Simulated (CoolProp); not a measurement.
Vapour-liquid equilibrium of R125 (1) + R134a (2) at 276.7 K; x and y are mole fractions of (1).

Computed with CoolProp (multi-fluid Helmholtz-energy mixture model, Lemmon 2005 and Tillner-Roth 1994; pair parameters Lemmon 2004).

```csv
x,bubble pressure (MPa),y at the bubble point,dew pressure at overall composition x (MPa),liquid density (mol/L)
0.05,0.3542,0.102,0.3427,12.49
0.15,0.3971,0.272,0.3654,12.31
0.25,0.4393,0.410,0.3909,12.14
0.35,0.4810,0.524,0.4200,11.97
0.45,0.5222,0.622,0.4532,11.80
0.55,0.5632,0.707,0.4912,11.63
0.65,0.6041,0.783,0.5351,11.46
0.75,0.6450,0.851,0.5857,11.28
0.85,0.6862,0.914,0.6442,11.11
0.95,0.7279,0.972,0.7117,10.94
```

No azeotrope shows between x = 0.05 and 0.95.

Pair parameters are fitted to limited data, so mixtures are less certain than the pure fluids.
